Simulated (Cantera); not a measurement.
An adiabatic, constant-pressure homogeneous reactor starts with H2 : O2 : N2 = 1 : 0.649 : 2.44 (molar parts), at 1500 K and 10.0 bar. Integrator tolerance rtol = 1e-08.

Model: the H2/O2 subset of GRI-Mech 3.0, which has no nitrogen chemistry, integrated in Cantera. The hydrogen kinetics of GRI-Mech 3.0 are dated; newer H2 mechanisms differ, most at raised pressure.

Problem. What does this change do: pressure from 10.0 bar to 1.10 bar?

Solution. 
```json
[
 {"quantity": "time of steepest temperature rise", "before": "1.49 µs", "after": "12.1 µs"},
 {"quantity": "temperature at 0.300 s", "before": "2932 K", "after": "2782 K"},
 {"quantity": "equilibrium temperature", "before": "2932 K", "after": "2782 K"},
 {"quantity": "x(H2) at 0.300 s", "before": "0.0139 (gas-phase equilibrium 0.0139)", "after": "0.0218 (gas-phase equilibrium 0.0218)"},
 {"quantity": "x(O2) at 0.300 s", "before": "0.0394 (gas-phase equilibrium 0.0394)", "after": "0.0411 (gas-phase equilibrium 0.0411)"},
 {"quantity": "x(H2O2) at 0.300 s", "before": "2.39e-6 (gas-phase equilibrium 2.39e-6)", "after": "5.87e-7 (gas-phase equilibrium 5.87e-7)"},
 {"quantity": "x(HO2) at 0.300 s", "before": "2.95e-5 (gas-phase equilibrium 2.95e-5)", "after": "1.25e-5 (gas-phase equilibrium 1.25e-5)"},
 {"quantity": "x(H2O) at 0.300 s", "before": "0.244 (gas-phase equilibrium 0.244)", "after": "0.227 (gas-phase equilibrium 0.227)"},
 {"quantity": "x(OH) at 0.300 s", "before": "0.0264 (gas-phase equilibrium 0.0264)", "after": "0.0313 (gas-phase equilibrium 0.0313)"}
]
```
